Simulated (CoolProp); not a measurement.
Properties of hydrogen chloride along the isotherm -41.65 °C (Tc = 51.5 °C, pc = 83.14 bar, ω = 0.130).

Model: reference Helmholtz-energy equation of state, Thol 2018, in CoolProp.

| p (bar) | phase | Z | cp (kJ/(kg K)) | speed of sound (m/s) | isothermal compressibility (1/MPa) | fugacity coefficient |
|---|---|---|---|---|---|---|
| 2.63 | gas | 0.9631 | 0.8851 | 266.1 | 3.954 | 0.9644 |
| 4.25 | gas | 0.9389 | 0.9476 | 262.4 | 2.516 | 0.9424 |
| 6.86 | gas | 0.8970 | 1.070 | 255.8 | 1.645 | 0.9070 |
| 11.1 | liquid | 0.01965 | 1.735 | 879.8 | 0.002183 | 0.5905 |
| 17.9 | liquid | 0.03165 | 1.730 | 884.5 | 0.002151 | 0.3706 |
| 28.9 | liquid | 0.05098 | 1.723 | 892.0 | 0.002101 | 0.2341 |
| 46.8 | liquid | 0.08225 | 1.711 | 903.9 | 0.002025 | 0.1492 |
| 75.5 | liquid | 0.1319 | 1.695 | 922.1 | 0.001916 | 0.09723 |
| 122 | liquid | 0.2114 | 1.671 | 949.7 | 0.001765 | 0.06524 |
| 197 | liquid | 0.3371 | 1.640 | 990.2 | 0.001571 | 0.04597 |
| 319 | liquid | 0.5363 | 1.602 | 1048 | 0.001340 | 0.03492 |
| 515 | liquid | 0.8456 | 1.560 | 1128 | 0.001094 | 0.02995 |
| 831 | liquid | 1.323 | 1.519 | 1233 | 0.0008540 | 0.03093 |
